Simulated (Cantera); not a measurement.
**Stirred combustor or abatement burner**

A perfectly stirred reactor is fed with H2 : O2 : N2 = 1 : 0.357 : 1.34 (molar parts), equivalence ratio 1.4, at 975 Torr; it is adiabatic with a 300 K inlet, and is followed from long to short residence time, starting on the burning branch (τ in s: 0.057, 0.029, 0.015, 0.0078, 0.0041, 0.0021, 0.0011, 0.00056, 0.00029, 0.00015, 7.8e-05, 4e-05).

Cantera simulation using GRI-Mech 3.0 (53 species, 325 reactions); the numbers are that mechanism's predictions, not measurements.

| τ (s) | T (K) | x H2 | x O2 | x H2O | x NO | x NO2 | x OH | x N2O |
|---|---|---|---|---|---|---|---|---|
| 0.057 | 2277 | 0.121 | 6.95e-5 | 0.302 | 0.000106 | 1.40e-9 | 0.00169 | 7.02e-9 |
| 0.029 | 2268 | 0.120 | 0.000108 | 0.301 | 9.86e-5 | 1.35e-9 | 0.00207 | 7.35e-9 |
| 0.015 | 2255 | 0.120 | 0.000172 | 0.300 | 9.00e-5 | 1.29e-9 | 0.00260 | 7.87e-9 |
| 0.0078 | 2236 | 0.119 | 0.000279 | 0.299 | 8.06e-5 | 1.23e-9 | 0.00332 | 8.61e-9 |
| 0.0041 | 2210 | 0.119 | 0.000452 | 0.297 | 7.12e-5 | 1.16e-9 | 0.00420 | 9.64e-9 |
| 0.0021 | 2174 | 0.118 | 0.000746 | 0.294 | 6.22e-5 | 1.10e-9 | 0.00530 | 1.11e-8 |
| 0.0011 | 2127 | 0.116 | 0.00120 | 0.291 | 5.49e-5 | 1.08e-9 | 0.00648 | 1.28e-8 |
| 0.00056 | 2064 | 0.115 | 0.00193 | 0.286 | 4.87e-5 | 1.10e-9 | 0.00769 | 1.51e-8 |
| 0.00029 | 1986 | 0.113 | 0.00300 | 0.280 | 4.33e-5 | 1.14e-9 | 0.00866 | 1.75e-8 |
| 0.00015 | 1891 | 0.112 | 0.00452 | 0.273 | 3.73e-5 | 1.17e-9 | 0.00918 | 1.98e-8 |
| 7.8e-5 | 1782 | 0.111 | 0.00668 | 0.265 | 2.99e-5 | 1.12e-9 | 0.00905 | 2.18e-8 |
| 4.0e-5 | 1657 | 0.111 | 0.0101 | 0.256 | 2.11e-5 | 9.66e-10 | 0.00817 | 2.30e-8 |
x: mole fraction; the columns are a selection and need not sum to one.
